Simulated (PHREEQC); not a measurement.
## Brine: an equilibrium model

Consider water at 20 °C with 1.5 mol KCl, 0.24 mol H3BO3 and 4.7 mol KBr per kg of water. Closed to the air; pH follows from the charge balance.

Model: Pitzer model, pitzer.dat, run in PHREEQC.

This is a speciation only: nothing precipitates in the calculation.

Task: Estimate the pH, activity of water, osmotic coefficient.

Result: pH 4.64; activity of water 0.795; osmotic coefficient 1.009.

In brines, pH and single-ion activities rest on the MacInnes convention.
